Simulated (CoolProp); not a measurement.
cis-2-butene at several states: density (kg/m³) from the reference equation and from simpler models built on Tc = 435.8 K, pc = 42.36 bar, ω = 0.202; each cubic takes its own stable root.

Model: reference Helmholtz-energy equation of state, Lemmon 2005, in CoolProp. It is a short technical equation, of lower accuracy than the large ones.

| T (K) | p (bar) | phase | reference | van der Waals | Redlich-Kwong | Soave-Redlich-Kwong |
|---|---|---|---|---|---|---|
| 442.4 | 0.157 | gas | 0.2398 | 0.2397 | 0.2398 | 0.2398 |
| 304.3 | 3.9 | liquid | ___ | ___ | ___ | ___ |
| 155.3 | 11.5 | liquid | ___ | 462.7 | 689.1 | 691.7 |

**Question.** What belongs in the gaps?

**Answer.** 
- 304.3, reference: 608.3
- 304.3, van der Waals: 9.274
- 304.3, Redlich-Kwong: 543.9
- 304.3, Soave-Redlich-Kwong: 560.7
- 155.3, reference: 768.6

At some of these states van der Waals gives the other phase, because its saturation line lies elsewhere.
